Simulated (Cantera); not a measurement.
Input (Python, Cantera):

```python
import numpy as np
import cantera as ct

gas = ct.Solution("gri30.yaml")
gas.TPX = 748, 101325, {'CH4': 1, 'O2': 3.28, 'N2': 12.3}
inlet = ct.Reservoir(gas, clone=True)
gas.equilibrate("HP")  # start burning
reactor = ct.IdealGasConstPressureReactor(gas, energy="on", clone=False)
exhaust = ct.Reservoir(gas, clone=True)
tau = [0.41, 0.14, 0.05, 0.018, 0.0062, 0.0022, 0.00076, 0.00027, 9.3e-05][0]
for a, b in ((inlet, reactor), (reactor, exhaust)):
    ct.MassFlowController(a, b, mdot=lambda t: reactor.mass / tau)
net = ct.ReactorNet([reactor])
show = ['CH4', 'O2', 'CH2CO', 'H', 'H2O', 'NO']

rows = []
print(f"{'tau/s':>10s}{'T/K':>9s}" + "".join(f"{s:>11s}" for s in show))
for tau in [0.41, 0.14, 0.05, 0.018, 0.0062, 0.0022, 0.00076, 0.00027, 9.3e-05]:
    net.initial_time = 0.0
    net.advance(30 * tau)
    before = gas.X
    net.advance(40 * tau)
    drift = np.max(np.abs(gas.X - before) / (gas.X + 1e-9))
    rows.append([gas.T, *gas[show].X, drift])
    print(f"{tau:10.3e}{gas.T:9.1f}" + "".join(f"{x:11.3e}" for x in gas[show].X))
```

Output:

```
     tau/s      T/K        CH4         O2      CH2CO          H        H2O         NO
 4.100e-01   2031.7  1.196e-06  7.639e-02  1.448e-11  2.998e-05  1.192e-01  7.789e-04
 1.400e-01   2030.5  3.156e-06  7.660e-02  6.743e-11  3.898e-05  1.191e-01  3.465e-04
 5.000e-02   2025.9  7.278e-06  7.670e-02  2.883e-10  6.377e-05  1.188e-01  1.769e-04
 1.800e-02   2015.5  1.510e-05  7.679e-02  1.035e-09  1.324e-04  1.181e-01  1.044e-04
 6.200e-03   1995.1  3.060e-05  7.703e-02  3.294e-09  3.234e-04  1.169e-01  6.411e-05
 2.200e-03   1961.3  6.105e-05  7.760e-02  9.226e-09  7.678e-04  1.151e-01  3.947e-05
 7.600e-04   1907.3  1.314e-04  7.889e-02  2.684e-08  1.697e-03  1.124e-01  2.404e-05
 2.700e-04   1832.5  3.139e-04  8.162e-02  9.087e-08  3.100e-03  1.092e-01  1.459e-05
 9.300e-05   1724.9  1.038e-03  8.882e-02  5.768e-07  4.121e-03  1.052e-01  6.594e-06
```

Cantera simulation using GRI-Mech 3.0 (53 species, 325 reactions); the numbers are that mechanism's predictions, not measurements.
